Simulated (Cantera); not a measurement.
# Ignition delay

Mixture: 19.7 % CO, 0.709 % H₂, 16.7 % O₂, 62.9 % N₂, equivalence ratio 0.61, at 670000 Pa, adiabatic and at constant pressure. Ignition delay is the time to a rise of 400 K.

Model: GRI-Mech 3.0 (53 species, 325 reactions), integrated in Cantera. The hydrogen kinetics of GRI-Mech 3.0 are dated; newer H2 mechanisms differ, most at raised pressure. Where the delays flatten at high temperature, the 400 K rule measures the pace of heat release, not the induction time.

```json
[
 {"T0 (K)": "1225", "delay (ms)": "0.0751"},
 {"T0 (K)": "1325", "delay (ms)": "0.0345"},
 {"T0 (K)": "1425", "delay (ms)": "0.0226"},
 {"T0 (K)": "1525", "delay (ms)": "0.0174"},
 {"T0 (K)": "1625", "delay (ms)": "0.0147"},
 {"T0 (K)": "1725", "delay (ms)": "0.0132"},
 {"T0 (K)": "1825", "delay (ms)": "0.0124"},
 {"T0 (K)": "1925", "delay (ms)": "0.0120"},
 {"T0 (K)": "2025", "delay (ms)": "0.0120"}
]
```
